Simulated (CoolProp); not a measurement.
Properties of octamethylcyclotetrasiloxane (D4) along the isotherm 620 K.

Computed with CoolProp (reference Helmholtz-energy equation of state, Thol 2015).

```json
[
 {"p (MPa)": "0.421", "phase": "gas", "density (kg/m³)": "26.74", "cp (kJ/(kg K))": "2.069", "Joule-Thomson coefficient (K/MPa)": "8.167", "fugacity coefficient": "0.9128"},
 {"p (MPa)": "0.842", "phase": "gas", "density (kg/m³)": "60.60", "cp (kJ/(kg K))": "2.123", "Joule-Thomson coefficient (K/MPa)": "9.894", "fugacity coefficient": "0.8285"},
 {"p (MPa)": "1.26", "phase": "gas", "density (kg/m³)": "107.3", "cp (kJ/(kg K))": "2.244", "Joule-Thomson coefficient (K/MPa)": "12.67", "fugacity coefficient": "0.7471"},
 {"p (MPa)": "1.68", "phase": "supercritical", "density (kg/m³)": "185.2", "cp (kJ/(kg K))": "2.619", "Joule-Thomson coefficient (K/MPa)": "17.05", "fugacity coefficient": "0.6669"},
 {"p (MPa)": "2.11", "phase": "supercritical", "density (kg/m³)": "324.0", "cp (kJ/(kg K))": "3.042", "Joule-Thomson coefficient (K/MPa)": "12.64", "fugacity coefficient": "0.5873"},
 {"p (MPa)": "2.53", "phase": "supercritical", "density (kg/m³)": "412.9", "cp (kJ/(kg K))": "2.705", "Joule-Thomson coefficient (K/MPa)": "5.653", "fugacity coefficient": "0.5227"},
 {"p (MPa)": "2.95", "phase": "supercritical", "density (kg/m³)": "456.2", "cp (kJ/(kg K))": "2.539", "Joule-Thomson coefficient (K/MPa)": "3.243", "fugacity coefficient": "0.4738"},
 {"p (MPa)": "3.37", "phase": "supercritical", "density (kg/m³)": "483.4", "cp (kJ/(kg K))": "2.459", "Joule-Thomson coefficient (K/MPa)": "2.200", "fugacity coefficient": "0.4366"}
]
```
